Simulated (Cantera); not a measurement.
An isothermal, constant-pressure homogeneous reactor starts with NO : N2 = 1 : 4.3 (molar parts), at 1975 K and 15000 Pa.

Model: GRI-Mech 3.0 (53 species, 325 reactions), integrated in Cantera.

x: mole fraction; the columns are a selection and need not sum to one.

| t (s) | x NO | x O | x NO2 | x N2 | x O2 |
|---|---|---|---|---|---|
| 0.000400 | 0.189 | 2.07e-6 | (withheld) | 0.811 | 1.58e-8 |
| 0.000866 | 0.189 | 4.56e-6 | (withheld) | 0.811 | 7.63e-8 |
| 0.00188 | 0.189 | 1.05e-5 | (withheld) | 0.811 | 3.94e-7 |
| 0.00406 | 0.189 | 2.49e-5 | (withheld) | 0.811 | 2.31e-6 |
| 0.00880 | 0.189 | 5.41e-5 | (withheld) | 0.811 | 1.49e-5 |
| 0.0191 | 0.188 | 8.25e-5 | (withheld) | 0.811 | 7.78e-5 |
| 0.0413 | 0.188 | 9.00e-5 | 1.54e-5 | 0.812 | 0.000259 |
| 0.0894 | 0.187 | 9.47e-5 | 1.62e-5 | 0.812 | 0.000665 |
| 0.194 | 0.185 | 0.000104 | (withheld) | 0.813 | 0.00156 |
| 0.420 | 0.181 | 0.000122 | (withheld) | 0.815 | 0.00356 |
| 0.909 | 0.172 | 0.000155 | (withheld) | 0.819 | 0.00810 |
| 1.97 | 0.152 | 0.000211 | 3.23e-5 | 0.830 | 0.0182 |
| 4.26 | 0.112 | 0.000290 | 3.35e-5 | 0.850 | 0.0384 |
| 9.23 | 0.0544 | 0.000374 | (withheld) | 0.878 | 0.0669 |
| 20.0 | 0.0153 | 0.000422 | (withheld) | 0.898 | 0.0865 |

Problem. Complete the blanks.

Solution. 
- 0.000400, x NO2: 1.23e-7
- 0.000866, x NO2: 4.57e-7
- 0.00188, x NO2: 1.48e-6
- 0.00406, x NO2: 4.12e-6
- 0.00880, x NO2: 9.34e-6
- 0.0191, x NO2: 1.41e-5
- 0.194, x NO2: 1.80e-5
- 0.420, x NO2: 2.11e-5
- 0.909, x NO2: 2.63e-5
- 9.23, x NO2: 2.14e-5
- 20.0, x NO2: 6.82e-6
